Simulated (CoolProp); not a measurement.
Properties of R245fa along the isotherm 440 K (Tc = 427.0 K, pc = 3651 kPa, ω = 0.378).

Model: reference Helmholtz-energy equation of state, Akasaka 2015, in CoolProp.

```
p (kPa)          phase  isothermal compressibility (1/MPa)  expansivity (1/kK)  fugacity coefficient
-------  -------------  ----------------------------------  ------------------  --------------------
2810               gas                              0.5502               7.712                0.7762
5620     supercritical                              0.1134               14.79                0.5398
8430     supercritical                             0.03030               6.071                0.4073
11200    supercritical                             0.01771               4.334                0.3426
14000    supercritical                             0.01253               3.514                0.3049
16900    supercritical                            0.009652               3.009                0.2809
19700    supercritical                            0.007917               2.681                   ___
22500    supercritical                                 ___               2.440                   ___
25300    supercritical                            0.005848               2.253                   ___
28100    supercritical                            0.005180               2.104                0.2491
30900    supercritical                            0.004653               1.981                0.2486
33700    supercritical                            0.004226                 ___                0.2499
36500    supercritical                            0.003873               1.789                0.2526
```

Q: Some entries are withheld; supply them.

A: 
- 19700, fugacity coefficient: 0.2664
- 22500, isothermal compressibility (1/MPa): 0.006722
- 22500, fugacity coefficient: 0.2572
- 25300, fugacity coefficient: 0.2517
- 33700, expansivity (1/kK): 1.877
